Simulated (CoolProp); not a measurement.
Diethyl ether at several states: density (kg/m³) from the reference equation and from simpler models built on Tc = 467.9 K, pc = 3717 kPa, ω = 0.282; each cubic takes its own stable root.

Model: reference Helmholtz-energy equation of state, Thol 2014, in CoolProp.

| T (K) | p (kPa) | phase | reference | van der Waals | Redlich-Kwong | Soave-Redlich-Kwong | Peng-Robinson |
|---|---|---|---|---|---|---|---|
| 335.7 | 14.4 | gas | 0.3841 | 0.3834 | 0.3837 | 0.3838 | 0.3839 |
| 471.7 | 3640 | gas | 145.7 | 129.6 | 137.4 | 135.3 | 143.4 |
| 350.4 | 874 | liquid | 643.5 | 26.53 | 555.5 | 583.6 | 661.4 |
| 489.8 | 23.3 | gas | 0.4248 | 0.4248 | 0.4249 | 0.4249 | 0.4250 |
| 307.8 | 176 | liquid | 696.6 | 5.302 | 5.388 | 636.5 | 719.6 |

At some of these states van der Waals, Redlich-Kwong gives the other phase, because its saturation line lies elsewhere.
